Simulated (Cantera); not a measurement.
Charge: 1 mol MgSO4, 0.32 mol H2O, 0.62 mol CO2, held at 825 K and 42000 Pa.

These are equilibrium values from Cantera (NASA tables, ideal gas, pure condensed phases), not measurements of a reactor. Candidate condensed phases: C, C6H6, C7H8, C8H18, H2O, H2SO4, Mg, MgCO3, MgO, Mg(OH)2, MgS, MgSO4, S; 130 gas species. Equilibrium is a limit: real reactors are often held back by kinetics, nucleation or transport.

Base state: CO2 0.660, H2O 0.340 (mole fractions); condensed: MgSO4(s).

Question: What changes in the equilibrium state with this change: temperature from 825 K to 1498.15 K?

Answer: 
| species | before | after |
|---|---|---|
| SO2 | 9.73e-7 | 0.406 |
| CO2 | 0.660 | 0.255 |
| O2 | 4.87e-7 | 0.203 |
| H2O | 0.340 | 0.131 |
| SO3 | 9.68e-9 | 0.00448 |
| OH | <1e-9 | 0.000109 |
| MgSO4(s), mol | 1.000 | 0 |
| MgO(s), mol | 0 | 1.00 |
